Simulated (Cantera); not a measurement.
Dilute partial oxidation

An isothermal, constant-pressure homogeneous reactor starts with 1.26 % CH₃OH, 2.03 % O₂, 96.7 % N₂, equivalence ratio 0.93, at 975 K and 0.750 bar.

Model: GRI-Mech 3.0 (53 species, 325 reactions), integrated in Cantera. GRI-Mech 3.0 was tuned for natural gas; its chemistry of methanol as a main component is partial and can be far from experiment. Below about 1000 K GRI-Mech 3.0 lacks low-temperature oxidation paths. The temperature is held fixed by assumption; the heat of reaction is taken as removed at once.

```
t (s)     x CH₃OH     x O₂  x C₂H₆   x HCN  x C₂H₂       x O    x CH₂O
--------  -------  -------  ------  ------  ------  --------  --------
7.00e-6    0.0126   0.0203  <1e-12  <1e-12  <1e-12    <1e-12    <1e-12
3.65e-5    0.0126   0.0203  <1e-12  <1e-12  <1e-12    <1e-12  8.69e-12
0.000190   0.0126   0.0203  <1e-12  <1e-12  <1e-12    <1e-12  5.35e-11
0.000993   0.0126   0.0203  <1e-12  <1e-12  <1e-12    <1e-12  3.08e-10
0.00518    0.0126   0.0203  <1e-12  <1e-12  <1e-12    <1e-12   1.83e-9
0.0270     0.0126   0.0203  <1e-12  <1e-12  <1e-12    <1e-12   1.00e-8
0.141      0.0126   0.0203  <1e-12  <1e-12  <1e-12    <1e-12   5.62e-8
0.735      0.0126   0.0203  <1e-12  <1e-12  <1e-12    <1e-12   6.30e-7
3.83       <1e-12  0.00160  <1e-12  <1e-12  <1e-12   1.81e-7    <1e-12
20.0       <1e-12  0.00145  <1e-12  <1e-12  <1e-12  9.59e-10    <1e-12
```
x: mole fraction; the columns are a selection and need not sum to one.

Equilibrium at this temperature and pressure: CH₃OH <1e-12, O₂ 0.00144, C₂H₆ <1e-12, HCN <1e-12, C₂H₂ <1e-12, O 3.18e-12, CH₂O <1e-12 (gas phase only).
